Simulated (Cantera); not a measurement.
A closed system holds: 1 mol SiH2Cl2, 2.2 mol NH3, 5.8 mol N2, held at 1527 °C and 0.0133 bar.

Method: chemical equilibrium by Gibbs-energy minimisation in Cantera with the NASA 1993 tables (ideal gas, pure condensed phases). Candidate condensed phases: NH4Cl, Si, Si3N4; 28 gas species. The tables' values for SiCl3, SiCl are old estimates; treat these amounts as uncertain. Kinetics and transport are ignored.

What is the equilibrium state?


```
Property        Value
----------  ---------
x(N2)           0.565
x(H2)           0.317
x(HCl)         0.0690
x(SiCl2)       0.0465
x(H)          0.00174
x(SiCl3)     0.000333
x(SiCl)      0.000292
x(Cl)        0.000291
x(Si)        0.000238
n(Si(l))    0.420 mol
gas amount  12.22 mol
```
